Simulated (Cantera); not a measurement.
Input: 1 mol C₂F₆, 0.027 mol CH₄, 0.22 mol H₂, held at 7500 Pa.

Cantera equilibrium calculation (NASA polynomials, part measured and part estimated; ideal gas, pure solids and liquids). Candidate condensed phases: C, C₆H₆, C₇H₈, C₈H₁₈; 95 gas species. The feed counts by its element totals alone. Gases not in the tables: C₂F₆ and larger saturated fluorocarbons. The numbers say what is thermodynamically allowed, not how fast it happens.

Problem. What share of the C ends up in condensed phases as a function of T (°C), at 1677, 1777, 1877, 1977, 2077, 2177, 2277, 2377, 2477?

Solution. 
```json
[
 {"T (°C)": "1677", "C condensed (%)": "31.7", "as": "C(graphite)"},
 {"T (°C)": "1777", "C condensed (%)": "30.5", "as": "C(graphite)"},
 {"T (°C)": "1877", "C condensed (%)": "28.1", "as": "C(graphite)"},
 {"T (°C)": "1977", "C condensed (%)": "24.0", "as": "C(graphite)"},
 {"T (°C)": "2077", "C condensed (%)": "17.7", "as": "C(graphite)"},
 {"T (°C)": "2177", "C condensed (%)": "10.2", "as": "C(graphite)"},
 {"T (°C)": "2277", "C condensed (%)": "5.1", "as": "C(graphite)"},
 {"T (°C)": "2377", "C condensed (%)": "6.4", "as": "C(graphite)"},
 {"T (°C)": "2477", "C condensed (%)": "13.3", "as": "C(graphite)"}
]
```
